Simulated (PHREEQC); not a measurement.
A solution holds 0.059 mol NaHCO3, 0.0053 mol KOH and 0.12 mol NaCl per kg of water, at 20 °C. Closed to the air; pH follows from the charge balance.

The numbers come from PHREEQC with the ion-association model, wateq4f.dat.

```tsv
quantity	before	after
pH	8.78	8.58
CO3-2 (mol/kgw)	0.00302	0.00299
NaHCO3 (mol/kgw)	0.00269	0.00465
NaCO3- (mol/kgw)	0.00243	0.00266
SI of Nahcolite (NaHCO3)	-1.71	-1.47
SI of Natron (Na2CO3:10H2O)	-3.30	-3.21
```

Q: Name the change that produced these shifts.
(A) NaHCO3 from 0.059 to 0.0885 mol/kgw
(B) temperature from 20 to 35 °C
(C) KOH replaced by KHCO3 at the same molality
(D) temperature from 20 to 50 °C
(E) temperature from 20 to 15 °C

A: A, NaHCO3 from 0.059 to 0.0885 mol/kgw

No solid was allowed to form.
